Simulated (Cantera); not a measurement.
A Cantera script and what it prints.

```python
import numpy as np
import cantera as ct

gas_names = """
    CL CL2 H HCL H2 N NH NH2 NH3 N2 N2H2 N2H4 Si SiCL SiCL2 SiCL3 SiCL4 SiH SiHCL3 SiH2 SiH2CL2 SiH3
    SiH3CL SiH4 SiN Si2 Si2N Si3
""".split()
cond_names = """
    NH4CL(a) NH4CL(b) Si(cr) Si(L) Si3N4(a)
""".split()


# ... load() reads the species with a 1 bar reference pressure and builds the phases ...
atoms = {
    'Si3N4': {'Si': 3, 'N': 4},
    'Cl2': {'CL': 2},
    'H2': {'H': 2},
}
top_T = {'Si3N4(a)': 2400}  # K; cautious upper limits of use, not melting points


# ... equilibrate(T, P, feed) seeds the gas with the atoms and calls Mixture.equilibrate('TP', solver="vcs", rtol=1e-11, max_steps=5000) ...
results = []
feed = {'Si3N4': 1, 'Cl2': 45, 'H2': 1.9}  # mol
P = 55000  # Pa
for T in [1100, 1200, 1300, 1400, 1500, 1600, 1700, 1800, 1900, 2000, 2100]:
    mix = equilibrate(T, P, feed)
    results.append((T, P, feed, dict(zip(mix.species_names, mix.species_moles))))

top = {s: max(r[3][s] / sum(r[3][g] for g in gas_names) for r in results) for s in gas_names}
cols = sorted((s for s in top if top[s] > 0.0001), key=lambda s: -top[s])[:8]
seen = [c for c in cond_names if any(r[3].get(c, 0) > 1e-12 for r in results)]
print("log10 of partial pressures in bar; condensed amounts in mol")
print(f"{'T/K':>10s}" + "".join(f"{s[:9]:>10s}" for s in cols + seen))
for T, P, feed, n in results:
    ng = sum(n[g] for g in gas_names)
    print(f"{T:10.4g}" + "".join(f"{np.log10(max(n[s] / ng * P / 1e5, 1e-99)):10.3f}" for s in cols)
          + "".join(f"{n.get(c, 0):10.4g}" for c in seen))
```

Result:

```
log10 of partial pressures in bar; condensed amounts in mol
       T/K       CL2        CL       HCL     SiCL4        N2     SiCL3
      1100    -0.353    -2.996    -1.342    -1.445    -1.621    -9.168
      1200    -0.355    -2.503    -1.343    -1.446    -1.622    -8.106
      1300    -0.359    -2.086    -1.345    -1.448    -1.624    -7.210
      1400    -0.369    -1.731    -1.349    -1.452    -1.628    -6.443
      1500    -0.386    -1.427    -1.357    -1.459    -1.635    -5.779
      1600    -0.417    -1.167    -1.369    -1.472    -1.648    -5.198
      1700    -0.465    -0.949    -1.389    -1.491    -1.667    -4.683
      1800    -0.537    -0.769    -1.415    -1.518    -1.694    -4.222
      1900    -0.638    -0.625    -1.447    -1.552    -1.726    -3.802
      2000    -0.770    -0.517    -1.482    -1.592    -1.761    -3.413
      2100    -0.933    -0.440    -1.516    -1.636    -1.795    -3.049
```

Cantera equilibrium calculation (NASA polynomials, part measured and part estimated; ideal gas, pure solids and liquids). The tables' values for SiCl3 are old estimates; treat these amounts as uncertain.
